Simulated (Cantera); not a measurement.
Source: NASA polynomial tables (part measured, part estimated), evaluated in Cantera. Values are per mole of reaction as written; species without (g) are pure solids or liquids, kept so even where they would boil at 1 bar.

6 Na + N₂(g) + 6 HI(g) = 6 NaI + 2 NH₃(g)

```tsv
T (K)	ΔH° (kJ)	ΔS° (J/K)	ΔG° (kJ)	log10 K
523	-1990.2	-798.3	-1572.7	157.07
573	-1988.7	-795.6	-1532.8	139.73
623	-1986.9	-792.6	-1493.1	125.19
673	?	?	?	?
723	?	?	?	?
773	-1979.8	-782.4	-1375.0	92.91
823	-1976.9	-778.8	-1336.0	84.79
873	?	?	?	?
```

### Question
Fill in the missing entries.

### Answer

- 673, ΔH° (kJ): -1984.8
- 673, ΔS° (J/K): -789.3
- 673, ΔG° (kJ): -1453.6
- 673, log10 K: 112.82
- 723, ΔH° (kJ): -1982.4
- 723, ΔS° (J/K): -785.9
- 723, ΔG° (kJ): -1414.2
- 723, log10 K: 102.17
- 873, ΔH° (kJ): -1973.8
- 873, ΔS° (J/K): -775.2
- 873, ΔG° (kJ): -1297.1
- 873, log10 K: 77.61
